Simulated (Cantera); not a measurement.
An adiabatic, constant-pressure homogeneous reactor starts with CO : H2 : O2 : N2 = 1 : 0.28 : 0.78 : 4.53 (molar parts), at 1023 K and 101000 Pa.

Detailed kinetics in Cantera: GRI-Mech 3.0 (53 species, 325 reactions).

x: mole fraction; the columns are a selection and need not sum to one.

```csv
t (s),T (K),x CO,x H2,x O2,x NO,x H
3.00e-6,1023,0.152,0.0425,0.118,<1e-12,4.03e-11
1.05e-5,1023,0.152,0.0425,0.118,<1e-12,2.80e-10
3.67e-5,1023,0.152,0.0425,0.118,<1e-12,2.17e-9
0.000128,1023,0.152,0.0425,0.118,<1e-12,9.48e-8
0.000448,1560,0.0933,0.00327,0.0650,[?],0.0130
0.00157,2247,0.0285,0.00156,0.0355,[?],0.00134
0.00548,2360,0.0162,0.000814,0.0299,[?],0.000416
0.0191,2365,0.0154,0.000769,0.0289,[?],0.000373
0.0669,2360,0.0153,0.000768,0.0275,[?],0.000364
0.234,2358,0.0153,0.000768,0.0269,0.00616,0.000360
0.818,2358,0.0153,0.000768,0.0269,0.00618,0.000360
2.86,2358,0.0153,0.000768,0.0269,0.00618,0.000360
10.0,2358,0.0153,0.000768,0.0269,0.00618,0.000360
```

Task: Complete the blanks.

Result: 
- 0.000448, x NO: 7.94e-6
- 0.00157, x NO: 0.000187
- 0.00548, x NO: 0.000704
- 0.0191, x NO: 0.00212
- 0.0669, x NO: 0.00485
